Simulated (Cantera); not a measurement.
An adiabatic, constant-volume homogeneous reactor starts with CH4 : C2H6 : C3H8 : O2 : N2 : H2O = 1 : 0.088 : 0.38 : 4.21 : 15.8 : 4.4 (molar parts), at 1800 K and 0.987 atm. Integrator tolerance rtol = 1e-08.

Model: GRI-Mech 3.0 (53 species, 325 reactions), integrated in Cantera. GRI-Mech 3.0 was tuned for natural gas; its chemistry of propane as a main component is partial and can be far from experiment.

Q: What does this change do: initial temperature 1800 to 1548 K?

A: 
```
quantity                                                              before                                      after
---------------------------------  -----------------------------------------  -----------------------------------------
time of steepest temperature rise                                    17.5 µs                                    81.3 µs
temperature at 3.00 s                                                 2816 K                                     2746 K
equilibrium temperature                                               2816 K                                     2746 K
x(CH4) at 3.00 s                       <1e-12 (gas-phase equilibrium <1e-12)      <1e-12 (gas-phase equilibrium <1e-12)
x(C2H6) at 3.00 s                      <1e-12 (gas-phase equilibrium <1e-12)      <1e-12 (gas-phase equilibrium <1e-12)
x(C3H8) at 3.00 s                      <1e-12 (gas-phase equilibrium <1e-12)      <1e-12 (gas-phase equilibrium <1e-12)
x(NO2) at 3.00 s                     2.85e-6 (gas-phase equilibrium 2.85e-6)    2.50e-6 (gas-phase equilibrium 2.50e-6)
x(CH2O) at 3.00 s                  7.74e-10 (gas-phase equilibrium 7.74e-10)  6.10e-10 (gas-phase equilibrium 6.10e-10)
```

Q: What does this change do: initial temperature 1800 to 1400 K?

A: 
| quantity | before | after |
|---|---|---|
| time of steepest temperature rise | 17.5 µs | 0.361 ms |
| temperature at 3.00 s | 2816 K | 2702 K |
| equilibrium temperature | 2816 K | 2702 K |
| x(CH4) at 3.00 s | <1e-12 (gas-phase equilibrium <1e-12) | <1e-12 (gas-phase equilibrium <1e-12) |
| x(C2H6) at 3.00 s | <1e-12 (gas-phase equilibrium <1e-12) | <1e-12 (gas-phase equilibrium <1e-12) |
| x(C3H8) at 3.00 s | <1e-12 (gas-phase equilibrium <1e-12) | <1e-12 (gas-phase equilibrium <1e-12) |
| x(NO2) at 3.00 s | 2.85e-6 (gas-phase equilibrium 2.85e-6) | 2.28e-6 (gas-phase equilibrium 2.28e-6) |
| x(CH2O) at 3.00 s | 7.74e-10 (gas-phase equilibrium 7.74e-10) | 5.16e-10 (gas-phase equilibrium 5.16e-10) |

Q: What does this change do: initial temperature 1800 to 1750 K?

A: 
| quantity | before | after |
|---|---|---|
| time of steepest temperature rise | 17.5 µs | 22.1 µs |
| temperature at 3.00 s | 2816 K | 2802 K |
| equilibrium temperature | 2816 K | 2802 K |
| x(CH4) at 3.00 s | <1e-12 (gas-phase equilibrium <1e-12) | <1e-12 (gas-phase equilibrium <1e-12) |
| x(C2H6) at 3.00 s | <1e-12 (gas-phase equilibrium <1e-12) | <1e-12 (gas-phase equilibrium <1e-12) |
| x(C3H8) at 3.00 s | <1e-12 (gas-phase equilibrium <1e-12) | <1e-12 (gas-phase equilibrium <1e-12) |
| x(NO2) at 3.00 s | 2.85e-6 (gas-phase equilibrium 2.85e-6) | 2.78e-6 (gas-phase equilibrium 2.78e-6) |
| x(CH2O) at 3.00 s | 7.74e-10 (gas-phase equilibrium 7.74e-10) | 7.41e-10 (gas-phase equilibrium 7.41e-10) |
